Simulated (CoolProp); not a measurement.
Vapour pressure (bar) of toluene: the reference equation beside estimates from Tc = 591.7 K, pc = 41.26 bar, ω = 0.266. Clausius-Clapeyron is anchored at 364.4 K with a constant enthalpy of vaporisation of 34.38 kJ/mol.

The numbers come from the reference Helmholtz-energy equation of state, Lemmon 2006 in CoolProp. It is a short technical equation, of lower accuracy than the large ones.

| T (K) | reference | Lee-Kesler | Clausius-Clapeyron | Redlich-Kwong | Soave-Redlich-Kwong | Peng-Robinson |
|---|---|---|---|---|---|---|
| 350.2 | 0.3507 | 0.3399 | 0.3568 | 0.7302 | 0.3433 | 0.3522 |
| 357.3 | 0.4477 | 0.4358 | 0.4511 | 0.9026 | 0.4393 | 0.4487 |
| 364.4 | 0.5652 | 0.5524 | 0.5652 | 1.104 | 0.5558 | 0.5654 |
| 371.5 | 0.7060 | 0.6929 | 0.7020 | 1.339 | 0.6960 | 0.7053 |
| 378.6 | 0.8735 | 0.8604 | 0.8650 | 1.608 | 0.8631 | 0.8715 |
| 385.7 | 1.071 | 1.058 | 1.058 | 1.917 | 1.060 | 1.067 |
| 392.8 | 1.301 | 1.291 | 1.284 | 2.267 | 1.292 | 1.297 |
| 399.9 | 1.569 | 1.561 | 1.547 | 2.662 | 1.561 | 1.563 |
| 407 | 1.878 | 1.873 | 1.853 | 3.105 | 1.873 | 1.870 |
| 414.1 | 2.231 | 2.231 | 2.206 | 3.599 | 2.230 | 2.223 |
| 421.1 | 2.628 | 2.634 | 2.604 | 4.140 | 2.632 | 2.619 |

Absolute difference from the reference over all 11 rows, mean and median: Lee-Kesler 1.3 and 1.2 %, Clausius-Clapeyron 1.0 and 1.1 %, Redlich-Kwong 80.5 and 79.0 %, Soave-Redlich-Kwong 1.0 and 1.0 %, Peng-Robinson 0.3 and 0.3 %.
